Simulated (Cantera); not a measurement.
Input: 1 mol C2H4, 2.9 mol NH3, 0.75 mol N2, held at 650 K and 1 atm.

Cantera equilibrium calculation (NASA polynomials, part measured and part estimated; ideal gas, pure solids and liquids). Candidate condensed phases: C, C6H6, C7H8, C8H18; 92 gas species. The numbers say what is thermodynamically allowed, not how fast it happens.

Base state: H2 0.356, N2 0.335, CH4 0.306, NH3 0.00234 (mole fractions); condensed: gas only.

Question: What changes in the equilibrium state with this change: temperature from 650 K to 2448 K?

Answer: 
```
species           before    after
----------------  ------  -------
H2                 0.356    0.708
N2                 0.335    0.241
HCN                <1e-9   0.0256
CH4                0.306  8.30e-5
H                  <1e-9   0.0166
C2H2 (acetylene)   <1e-9  0.00612
HNC                <1e-9  0.00282
CH3                <1e-9  3.55e-5
CN                 <1e-9  3.23e-5
C(graphite), mol       0     1.65
```
